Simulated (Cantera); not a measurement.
## Pyrogenic steam for wet oxidation

A perfectly stirred reactor is fed with 34.4 % H2, 39.5 % O2, 26.1 % N2, equivalence ratio 0.43, at 0.987 atm; it is held at 1050 K, and followed from long to short residence time.

Cantera simulation using GRI-Mech 3.0 (53 species, 325 reactions); the numbers are that mechanism's predictions, not measurements. The temperature is held fixed by assumption; the heat of reaction is taken as removed at once.

| τ (s) | x H2 | x O2 | x N2O | x H2O | x H2O2 |
|---|---|---|---|---|---|
| 4.5 | 0.00381 | 0.271 | 2.18e-7 | 0.411 | 3.08e-5 |
| 1.3 | 0.00880 | 0.273 | 1.50e-7 | 0.405 | 9.94e-5 |
| 0.37 | 0.0215 | 0.277 | 8.29e-8 | 0.389 | 0.000300 |
| 0.11 | 0.0523 | 0.288 | 3.84e-8 | 0.351 | 0.000745 |
| 0.031 | 0.114 | 0.311 | 1.57e-8 | 0.276 | 0.00136 |
| 0.0090 | 0.168 | 0.330 | 8.07e-9 | 0.210 | 0.00148 |
| 0.0026 | 0.186 | 0.337 | 6.21e-9 | 0.190 | 0.000946 |
x: mole fraction; the columns are a selection and need not sum to one.
